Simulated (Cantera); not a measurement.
An isothermal, constant-pressure homogeneous reactor starts with NH3 : H2 = 1 : 0.12 (molar parts), at 2225 K and 750 Torr. Integrator tolerance rtol = 1e-08.

Cantera simulation using the gas-phase N/H chemistry of the illustrative SiF4/NH3 mechanism in the Surface Chemkin manual (1991); the numbers are that mechanism's predictions, not measurements. Walls and surfaces, which speed up NH3 decomposition in real reactors, are not modelled.

Q: What does this change do: temperature 2225 to 1800 K?

A: 
```csv
quantity,before,after
x(NH3) at 1.00 s,1.20e-5 (gas-phase equilibrium 4.61e-6),0.120 (gas-phase equilibrium 9.39e-6)
x(H2) at 1.00 s,0.759 (gas-phase equilibrium 0.759),0.675 (gas-phase equilibrium 0.764)
x(N2) at 1.00 s,0.235 (gas-phase equilibrium 0.235),0.204 (gas-phase equilibrium 0.236)
x(NH) at 1.00 s,5.05e-8 (gas-phase equilibrium 1.94e-8),1.20e-6 (gas-phase equilibrium 2.05e-10)
x(N) at 1.00 s,2.10e-8 (gas-phase equilibrium 8.08e-9),6.93e-8 (gas-phase equilibrium 1.77e-11)
```
